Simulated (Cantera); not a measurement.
Feed: 1 mol S, 0.028 mol O₂, 0.32 mol N₂, at 3373 K and 3600 Torr.

Equilibrium computed with Cantera from the NASA thermochemical tables; the gas is ideal and each condensed phase is pure. Equilibrium is a limit: real reactors are often held back by kinetics, nucleation or transport.

```csv
species,before,after
S₂,0.407,0.577
N₂,0.340,0.384
SO₂,0.00258,0.0289
S,0.195,3.17e-5
SO,0.0515,0.00135
O,0.000877,<1e-9
N,3.15e-5,<1e-9
O₂,2.95e-5,<1e-9
NO,0.000556,2.76e-8
SN,0.00149,5.37e-7
S₂O,0.00153,0.00820
```
Gas species are given as mole fractions.

Task: What was changed between the two runs?
A. pressure from 3600 Torr to 90.0 Torr
B. temperature from 3373 K to 1873.15 K
C. temperature from 3373 K to 1573 K
D. temperature from 3373 K to 2350 K

Result: C, temperature from 3373 K to 1573 K
